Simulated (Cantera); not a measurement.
What does this Cantera script print?

```python
import numpy as np
import cantera as ct

gas = ct.Solution("gri30.yaml")
gas.TPX = 1573, 100000, {'C2H4': 1, 'O2': 5.77, 'N2': 21.7, 'H2O': 0.57}
reactor = ct.IdealGasConstPressureReactor(gas, energy="on", clone=False)
net = ct.ReactorNet([reactor])
net.rtol, net.atol = 1e-08, 1e-16
show = ['C2H4', 'O2', 'H2O', 'HCO', 'N2O']
times = np.geomspace(6e-06, 2, 15)

steps = ct.SolutionArray(gas, extra=["t"])
rows = []
print(f"{'t/s':>10s}{'T/K':>9s}{'P/Pa':>11s}" + "".join(f"{s:>11s}" for s in show))
for t in times:
    while net.time < t:
        t_next = net.step()
        steps.append(gas.state, t=t_next)
    rows.append([np.interp(t, steps.t, y) for y in (steps.T, steps.P, *steps(*show).X.T)])
    print(f"{t:10.3e}{rows[-1][0]:9.1f}{rows[-1][1]:11.4g}" + "".join(f"{x:11.3e}" for x in rows[-1][2:]))
rate = np.gradient(steps.T, steps.t)
print("integrator steps:", len(steps.t))
if steps.T.max() > steps.T[0] + 200:
    print(f"time of steepest temperature rise: {steps.t[rate.argmax()]:.4e} s")
gas.TPX = 1573, 100000, {'C2H4': 1, 'O2': 5.77, 'N2': 21.7, 'H2O': 0.57}
gas.equilibrate("HP")
print(f"equilibrium (HP): T = {gas.T:.1f} K  " + "  ".join(f"{s} {gas[s].X[0]:.3e}" for s in show))
```

It prints:

```
       t/s      T/K       P/Pa       C2H4         O2        H2O        HCO        N2O
 6.000e-06   1573.0      1e+05  3.443e-02  1.987e-01  1.963e-02  8.303e-09  1.406e-12
 1.488e-05   1573.0      1e+05  3.434e-02  1.986e-01  1.965e-02  7.884e-07  6.545e-11
 3.691e-05   2119.4      1e+05  2.557e-09  1.097e-01  7.017e-02  4.425e-07  2.053e-07
 9.154e-05   2265.1      1e+05  1.387e-26  9.447e-02  6.703e-02  1.805e-08  3.132e-07
 2.270e-04   2423.5      1e+05  3.165e-27  9.440e-02  7.320e-02  6.093e-09  4.575e-07
 5.631e-04   2532.0      1e+05  8.549e-28  9.389e-02  7.764e-02  2.168e-09  6.693e-07
 1.397e-03   2550.9      1e+05  6.272e-28  9.318e-02  7.856e-02  1.724e-09  7.225e-07
 3.464e-03   2547.3      1e+05  5.975e-28  9.183e-02  7.871e-02  1.677e-09  7.303e-07
 8.592e-03   2540.8      1e+05  5.510e-28  8.953e-02  7.894e-02  1.603e-09  7.587e-07
 2.131e-02   2534.9      1e+05  5.111e-28  8.746e-02  7.915e-02  1.539e-09  7.994e-07
 5.285e-02   2533.6      1e+05  5.021e-28  8.698e-02  7.919e-02  1.525e-09  8.107e-07
 1.311e-01   2533.5      1e+05  5.019e-28  8.697e-02  7.919e-02  1.524e-09  8.109e-07
 3.251e-01   2533.5      1e+05  5.019e-28  8.697e-02  7.919e-02  1.524e-09  8.109e-07
 8.064e-01   2533.5      1e+05  5.019e-28  8.697e-02  7.919e-02  1.524e-09  8.109e-07
 2.000e+00   2533.5      1e+05  5.019e-28  8.697e-02  7.919e-02  1.524e-09  8.109e-07
integrator steps: 1634
time of steepest temperature rise: 3.0583e-05 s
equilibrium (HP): T = 2533.5 K  C2H4 6.232e-28  O2 8.697e-02  H2O 7.919e-02  HCO 1.524e-09  N2O 8.109e-07
```

Detailed kinetics in Cantera: GRI-Mech 3.0 (53 species, 325 reactions). GRI-Mech 3.0 was tuned for natural gas; its chemistry of ethylene as a main component is partial and can be far from experiment.
